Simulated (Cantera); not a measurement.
Cantera run, input and output.

```python
import numpy as np
import cantera as ct

surf = ct.Interface("diamond.yaml", "diamond_100")
gas, bulk = surf.adjacent["gas"], surf.adjacent["diamond"]
k = surf.kinetics_species_index(bulk.species_names[0])
cover = ["c6HH", "c6H*", "c6*H", "c6**", "c6HM", "c6B"]

rows, drift = [], 0.0
print(f"{'xCH3':>10s}{'um/h':>11s}" + "".join(f"{s:>11s}" for s in cover))
for v in [1e-06, 2.5e-06, 6.3e-06, 1.6e-05, 3.9e-05, 9.8e-05, 0.00024, 0.00061, 0.0015]:
    T, P, xH, xCH3 = 900, 1000, 0.011, v
    gas.TPX = T, P, {"H": xH, "CH3": xCH3, "CH4": 0.0059, "H2": 1 - xH - xCH3 - 0.0059}
    surf.TP = bulk.TP = T, P
    surf.coverages = "c6H*:0.1, c6HH:0.9"
    surf.advance_coverages(100.0)
    before = surf.coverages
    surf.advance_coverages(100.0)
    drift = max(drift, np.max(np.abs(surf.coverages - before) / (surf.coverages + 1e-9)))
    rate = surf.net_production_rates[k] * bulk.mean_molecular_weight / bulk.density * 3.6e9
    rows.append([rate, *surf[cover].coverages])
    print(f"{v:10.4g}{rate:11.4e}" + "".join(f"{x:11.3e}" for x in rows[-1][1:]))
```

Output:

```
      xCH3       um/h       c6HH       c6H*       c6*H       c6**       c6HM        c6B
     1e-06 3.1287e-03  6.919e-01  1.049e-02  2.931e-01  4.400e-03  7.657e-05  8.490e-12
   2.5e-06 7.8205e-03  6.919e-01  1.048e-02  2.930e-01  4.400e-03  1.914e-04  2.122e-11
   6.3e-06 1.9700e-02  6.916e-01  1.048e-02  2.929e-01  4.398e-03  4.821e-04  5.346e-11
   1.6e-05 4.9982e-02  6.910e-01  1.047e-02  2.926e-01  4.392e-03  1.223e-03  1.356e-10
   3.9e-05 1.2154e-01  6.895e-01  1.045e-02  2.920e-01  4.381e-03  2.974e-03  3.298e-10
   9.8e-05 3.0357e-01  6.857e-01  1.039e-02  2.904e-01  4.350e-03  7.429e-03  8.238e-10
   0.00024 7.3282e-01  6.767e-01  1.025e-02  2.865e-01  4.278e-03  1.793e-02  1.989e-09
   0.00061 1.7957e+00  6.545e-01  9.906e-03  2.769e-01  4.101e-03  4.395e-02  4.873e-09
    0.0015 4.0652e+00  6.070e-01  9.172e-03  2.564e-01  3.723e-03  9.951e-02  1.103e-08
```

Detailed kinetics in Cantera: the Harris–Goodwin 1993 mechanism for the reconstructed diamond (100) surface.
